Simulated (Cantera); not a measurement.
Charge: 1 mol Si2H6, 0.7 mol Cl2, 10 mol H2, 0.033 mol HCl, equilibrated at 0.0100 bar.

Cantera equilibrium calculation (NASA polynomials, part measured and part estimated; ideal gas, pure solids and liquids). Candidate condensed phases: Si; 19 gas species. The feed counts by its element totals alone. Gases not in the tables: Si2H6 and higher silanes. Kinetics and transport are ignored.

Question: Which condensed phases are stable at each of these points (T (K)): 1248, 1298, 1348, 1398, 1448, 1498, 1548, 1598, 1648, 1698?

Answer: 
```csv
T (K),condensed phases,Si condensed (%)
1248,Si(s),89.0
1298,Si(s),88.9
1348,Si(s),88.8
1398,Si(s),88.6
1448,Si(s),88.3
1498,Si(s),88.1
1548,Si(s),87.9
1598,Si(s),87.7
1648,Si(s),87.5
1698,Si(l),87.4
```

From 1248 K to 1648 K the condensed part is Si(s). At 1698 K the condensed part is Si(l).
